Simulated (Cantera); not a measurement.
Charge: 1 mol HgO, 0.44 mol O₂, 0.96 mol N₂, at 1500 K and 9.00 bar.

Method: chemical equilibrium by Gibbs-energy minimisation in Cantera with the NASA 1993 tables (ideal gas, pure condensed phases). Candidate condensed phases: Hg, HgO; 10 gas species. Kinetics and transport are ignored.

Base state: Hg 0.345, N₂ 0.331, O₂ 0.324, NO 0.000984, NO₂ 1.97e-5 (mole fractions); condensed: gas only.

Task: What changes in the equilibrium state with this change: HgO replaced by Fe(CO)₅?

Result: 
```json
[
 {"species": "CO", "before": "0", "after": "0.722"},
 {"species": "N₂", "before": "0.331", "after": "0.161"},
 {"species": "CO₂", "before": "0", "after": "0.117"},
 {"species": "Hg", "before": "0.345", "after": "0"},
 {"species": "O₂", "before": "0.324", "after": "<1e-9"},
 {"species": "NO", "before": "0.000984", "after": "<1e-9"},
 {"species": "NO₂", "before": "1.97e-5", "after": "<1e-9"},
 {"species": "Fe(γ), mol", "before": "0", "after": "0.816"},
 {"species": "FeO(s), mol", "before": "0", "after": "0.184"}
]
```
Mutual solubility and eutectic melting of coexisting phases are not modelled. The tables' stoichiometric FeO is somewhat more stable than real wüstite, so its field is too wide. FeO: taken at fixed stoichiometry. Further candidate phases: C, Fe, Fe(CO)₅, FeO, Fe₂O₃, Fe₃O₄.
